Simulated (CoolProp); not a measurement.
Vapour-liquid equilibrium of R125 (1) + R245fa (2) at 267.2 K; x and y are mole fractions of (1).

The numbers come from the multi-fluid Helmholtz-energy mixture model, Lemmon 2005 and Akasaka 2015; pair parameters Bell 2016 in CoolProp.

**Question.** Give the bubble pressure and the first vapour's composition at x = 0.05, 0.35, 0.65. Is there an azeotrope?

**Answer.** x = 0.05: 0.06924 MPa, y = 0.438; x = 0.35: 0.2249 MPa, y = 0.868; x = 0.65: 0.3699 MPa, y = 0.950. No azeotrope shows between x = 0.05 and 0.95.

Pair parameters are fitted to limited data, so mixtures are less certain than the pure fluids. The gap from Raoult's law changes sign with composition, which may be real or a fault of the pair parameters; it wasn't checked against measurements.
